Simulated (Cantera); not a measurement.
What does this Cantera script print?

```python
import numpy as np
import cantera as ct

gas_names = """
    C CH CH2 CH3 CH2OH CH3O CH4 CH3OH CO CO2 COOH C2 C2H CHCO,ketyl C2H2,acetylene C2H2,vinylidene
    CH2CO,ketene C2H3,vinyl CH3CO,acetyl C2H4 C2H4O,ethylen CH3CHO,ethanal CH3COOH (HCOOH)2 C2H5 C2H6
    CH3OCH3 C2H5OH C2O C3 C3H3,propargyl C3H4,allene C3H4,propyne C3H4,cyclo- C3H5,allyl C3H6,propylene
    C3H6,cyclo- C3H6O C3H7,n-propyl C3H7,i-propyl C3H8 C3H8O,1propanol C3H8O,2propanol C3O2 C4 C4H2
    C4H4,1,3-cyclo- C4H6,butadiene C4H6,2-butyne C4H6,cyclo- C4H8,1-butene C4H8,cis2-buten
    C4H8,tr2-butene C4H8,isobutene C4H8,cyclo- (CH3COOH)2 C4H9,n-butyl C4H9,i-butyl C4H9,s-butyl
    C4H9,t-butyl C4H10,isobutane C4H10,n-butane C5 C5H6,1,3cyclo- C5H8,cyclo- C5H10,1-pentene
    C5H10,cyclo- C5H11,pentyl C5H11,t-pentyl C5H12,n-pentane C5H12,i-pentane CH3C(CH3)2CH3 C6H2
    C6H5,phenyl C6H5O,phenoxy C6H6 C6H5OH,phenol C6H10,cyclo- C6H12,1-hexene C6H12,cyclo- C6H13,n-hexyl
    C7H7,benzyl C7H8 C7H8O,cresol C7H14,1-heptene C7H15,n-heptyl C7H16,n-heptane C8H8,styrene
    C8H10,ethylbenz C8H16,1-octene C8H17,n-octyl C8H18,isooctane C8H18,n-octane C9H19,n-nonyl
    C10H8,naphthale C10H21,n-decyl C12H9,o-bipheny C12H10,bipheny H HCO HO2 H2 HCHO,formaldehy HCOOH H2O
    H2O2 O OH O2 O3 Ta TaO TaO2
""".split()
cond_names = """
    C(gr) C6H6(L) C7H8(L) C8H18(L),n-octa H2O(s) H2O(L) Ta(cr) Ta(L) TaC(s) TaC(L) Ta2O5(s) Ta2O5(L)
""".split()


def load(file, names, dense=False):
    # The tables refer to 1 bar. Condensed volumes are neglected.
    table = {s.name: s for s in ct.Species.list_from_file(file)}
    out = []
    for n in names:
        d = dict(table[n].input_data)
        d["thermo"] = dict(d["thermo"], **{"reference-pressure": 1e5})
        if dense:
            d["equation-of-state"] = {"model": "constant-volume", "density": "1e6 g/cm^3"}
        out.append(ct.Species.from_dict(d))
    return out


gas = ct.Solution(thermo="ideal-gas", species=load("nasa_gas.yaml", gas_names))
cond = {s.name: ct.Solution(thermo="fixed-stoichiometry", species=[s], name=s.name)
        for s in load("nasa_condensed.yaml", cond_names, dense=True)}
atoms = {
    'Ta': {'Ta': 1},
    'CO2': {'C': 1, 'O': 2},
    'H2': {'H': 2},
}
top_T = {'C(gr)': 4500}  # K; cautious upper limits of use, not melting points


def equilibrate(T, P, feed):
    n = {}
    for name, mol in feed.items():
        for a, k in atoms[name].items():
            n[a] = n.get(a, 0.0) + k * mol
    gas.TPX = T, P, n
    mass = sum(n.values()) * gas.mean_molecular_weight
    gas.equilibrate("TP")
    valid = [c for c in cond.values() if c.min_temp <= T <= top_T.get(c.name, c.max_temp)]
    mix = ct.Mixture([(gas, mass / gas.mean_molecular_weight)] + [(c, 0.0) for c in valid])
    mix.T, mix.P = T, P
    mix.equilibrate("TP", solver="gibbs", rtol=1e-10, max_steps=50000)
    return mix


results = []
feed = {'Ta': 1, 'CO2': 2.1, 'H2': 92}  # mol
P = 40000  # Pa
for T in [2175, 2225, 2275, 2325, 2375, 2425, 2475, 2525, 2575, 2625]:
    mix = equilibrate(T, P, feed)
    results.append((T, P, feed, dict(zip(mix.species_names, mix.species_moles))))

top = {s: max(r[3][s] / sum(r[3][g] for g in gas_names) for r in results) for s in gas_names}
cols = sorted((s for s in top if top[s] > 1e-05), key=lambda s: -top[s])[:5]
seen = [c for c in cond_names if any(r[3].get(c, 0) > 1e-12 for r in results)]
print("log10 of partial pressures in bar; condensed amounts in mol")
print(f"{'T/K':>10s}" + "".join(f"{s[:9]:>10s}" for s in cols + seen))
for T, P, feed, n in results:
    ng = sum(n[g] for g in gas_names)
    print(f"{T:10.4g}" + "".join(f"{np.log10(max(n[s] / ng * P / 1e5, 1e-99)):10.3f}" for s in cols)
          + "".join(f"{n.get(c, 0):10.4g}" for c in seen))
```

Output:

```
log10 of partial pressures in bar; condensed amounts in mol
       T/K        H2         H        CO       H2O      TaO2    Ta(cr)  Ta2O5(L)
      2175    -0.413    -2.518    -2.051    -2.880    -4.835    0.2842    0.3558
      2225    -0.414    -2.396    -2.052    -2.817    -4.553    0.3027    0.3446
      2275    -0.416    -2.279    -2.053    -2.758    -4.284    0.3222    0.3314
      2325    -0.418    -2.167    -2.054    -2.703    -4.029     0.342    0.3154
      2375    -0.420    -2.061    -2.055    -2.651    -3.785    0.3612    0.2954
      2425    -0.423    -1.959    -2.056    -2.602    -3.552    0.3781    0.2695
      2475    -0.427    -1.861    -2.058    -2.556    -3.330    0.3906    0.2349
      2525    -0.432    -1.768    -2.060    -2.513    -3.117     0.395    0.1873
      2575    -0.437    -1.679    -2.063    -2.474    -2.914    0.3861    0.1206
      2625    -0.444    -1.594    -2.067    -2.437    -2.719    0.3563   0.02578
```

Method: chemical equilibrium by Gibbs-energy minimisation in Cantera with the NASA 1993 tables (ideal gas, pure condensed phases). Mutual solubility and eutectic melting of coexisting phases are not modelled. Condensed phases not in the tables: Ta2C, N, O or C dissolved in the metal.
